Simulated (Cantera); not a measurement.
Input (Python, Cantera) and output of one run.

```python
import numpy as np
import cantera as ct

gas_names = """
    CL2 BCL3 TiCL4 TiCL3 ALCL3 FeCL3
""".split()
cond_names = """
    B(b) B(L) Ti(a) Ti(b) Ti(L) TiCL3(s) AL(cr) AL(L) Fe(a) Fe(c) Fe(d) Fe(L)
""".split()


def load(file, names, dense=False):
    # The tables refer to 1 bar. Condensed volumes are neglected.
    table = {s.name: s for s in ct.Species.list_from_file(file)}
    out = []
    for n in names:
        d = dict(table[n].input_data)
        d["thermo"] = dict(d["thermo"], **{"reference-pressure": 1e5})
        if dense:
            d["equation-of-state"] = {"model": "constant-volume", "density": "1e6 g/cm^3"}
        out.append(ct.Species.from_dict(d))
    return out


species = {s.name: s for s in load("nasa_gas.yaml", gas_names) + load("nasa_condensed.yaml", cond_names)}
# Each term lists the table entries of one substance; the one whose range holds T is used.
reactions = {
    '0.6667 B + Cl2(g) = 0.6667 BCl3(g)':
        [(-0.6666666666666666, ['B(b)', 'B(L)']), (-1, ['CL2']), (0.6666666666666666, ['BCL3'])],
    '0.6667 Ti + Cl2(g) = 0.6667 TiCl3':
        [(-0.6666666666666666, ['Ti(a)', 'Ti(b)', 'Ti(L)']), (-1, ['CL2']), (0.6666666666666666, ['TiCL3(s)'])],
    '0.5 Ti + Cl2(g) = 0.5 TiCl4(g)':
        [(-0.5, ['Ti(a)', 'Ti(b)', 'Ti(L)']), (-1, ['CL2']), (0.5, ['TiCL4'])],
    '0.6667 Ti + Cl2(g) = 0.6667 TiCl3(g)':
        [(-0.6666666666666666, ['Ti(a)', 'Ti(b)', 'Ti(L)']), (-1, ['CL2']), (0.6666666666666666, ['TiCL3'])],
    '0.6667 Al + Cl2(g) = 0.6667 AlCl3(g)':
        [(-0.6666666666666666, ['AL(cr)', 'AL(L)']), (-1, ['CL2']), (0.6666666666666666, ['ALCL3'])],
    '0.6667 Fe + Cl2(g) = 0.6667 FeCl3(g)':
        [(-0.6666666666666666, ['Fe(a)', 'Fe(c)', 'Fe(d)', 'Fe(L)']), (-1, ['CL2']), (0.6666666666666666, ['FeCL3'])],
}


def pick(names, T):
    return next(species[n] for n in names if species[n].thermo.min_temp <= T <= species[n].thermo.max_temp)


results = []
for label, terms in reactions.items():
    print(label)
    print("     T/K   dH/kJ  dS/(J/K)   dG/kJ   log10 K")
    for T in [300, 575, 625, 675, 725, 775, 825, 875, 925]:
        used = [(nu, pick(names, T)) for nu, names in terms]
        dH = sum(nu * s.thermo.h(T) for nu, s in used) / 1e6
        dS = sum(nu * s.thermo.s(T) for nu, s in used) / 1e3
        dG = dH - T * dS / 1e3
        logK = -dG * 1e6 / (ct.gas_constant * T * np.log(10))
        results.append((label, T, dH, dS, dG, logK, [s.name for _, s in used]))
        print(f"{T:8g} {dH:8.1f} {dS:8.1f} {dG:8.1f} {logK:8.2f}")
```

It prints:

```
0.6667 B + Cl2(g) = 0.6667 BCl3(g)
     T/K   dH/kJ  dS/(J/K)   dG/kJ   log10 K
     300   -268.6    -33.5   -258.6    45.02
     575   -268.7    -33.6   -249.4    22.65
     625   -268.7    -33.6   -247.7    20.70
     675   -268.7    -33.7   -246.0    19.04
     725   -268.7    -33.7   -244.3    17.60
     775   -268.8    -33.7   -242.6    16.35
     825   -268.8    -33.8   -240.9    15.25
     875   -268.8    -33.8   -239.2    14.28
     925   -268.9    -33.9   -237.5    13.41
0.6667 Ti + Cl2(g) = 0.6667 TiCl3
     T/K   dH/kJ  dS/(J/K)   dG/kJ   log10 K
     300   -481.1   -150.3   -436.1    75.92
     575   -477.6   -141.8   -396.0    35.98
     625   -477.0   -140.8   -389.0    32.51
     675   -476.3   -139.8   -381.9    29.56
     725   -475.7   -138.9   -375.0    27.02
     775   -475.1   -138.1   -368.1    24.81
     825   -474.5   -137.3   -361.2    22.87
     875   -473.8   -136.6   -354.3    21.15
     925   -473.2   -135.9   -347.5    19.62
0.5 Ti + Cl2(g) = 0.5 TiCl4(g)
     T/K   dH/kJ  dS/(J/K)   dG/kJ   log10 K
     300   -381.6    -61.0   -363.3    63.25
     575   -381.2    -60.0   -346.7    31.49
     625   -381.1    -59.8   -343.7    28.72
     675   -381.0    -59.7   -340.7    26.36
     725   -380.9    -59.6   -337.7    24.33
     775   -380.9    -59.6   -334.7    22.56
     825   -380.9    -59.5   -331.7    21.00
     875   -380.8    -59.5   -328.8    19.63
     925   -380.8    -59.5   -325.8    18.40
0.6667 Ti + Cl2(g) = 0.6667 TiCl3(g)
     T/K   dH/kJ  dS/(J/K)   dG/kJ   log10 K
     300   -359.6    -32.3   -349.9    60.91
     575   -359.7    -32.8   -340.9    30.96
     625   -359.7    -32.7   -339.2    28.35
     675   -359.7    -32.7   -337.6    26.12
     725   -359.7    -32.8   -336.0    24.20
     775   -359.7    -32.8   -334.3    22.53
     825   -359.8    -32.8   -332.7    21.06
     875   -359.8    -32.9   -331.0    19.76
     925   -359.9    -33.0   -329.4    18.60
0.6667 Al + Cl2(g) = 0.6667 AlCl3(g)
     T/K   dH/kJ  dS/(J/K)   dG/kJ   log10 K
     300   -389.7    -32.3   -380.0    66.17
     575   -390.3    -33.5   -371.0    33.70
     625   -390.4    -33.7   -369.3    30.86
     675   -390.5    -33.9   -367.6    28.45
     725   -390.6    -34.1   -365.9    26.36
     775   -390.8    -34.3   -364.2    24.55
     825   -391.0    -34.5   -362.5    22.95
     875   -391.2    -34.8   -360.7    21.53
     925   -391.4    -35.1   -359.0    20.27
0.6667 Fe + Cl2(g) = 0.6667 FeCl3(g)
     T/K   dH/kJ  dS/(J/K)   dG/kJ   log10 K
     300   -168.7    -11.8   -165.2    28.76
     575   -169.0    -12.4   -161.9    14.71
     625   -169.2    -12.7   -161.3    13.48
     675   -169.4    -13.0   -160.7    12.43
     725   -169.7    -13.3   -160.0    11.53
     775   -169.9    -13.7   -159.3    10.74
     825   -170.3    -14.1   -158.6    10.04
     875   -170.7    -14.6   -157.9     9.43
     925   -171.3    -15.2   -157.2     8.88
```

Cantera with NASA thermochemical tables; ideal gases at 1 bar, condensed phases pure. Condensed species are held in their standard states even where they would react or evaporate.
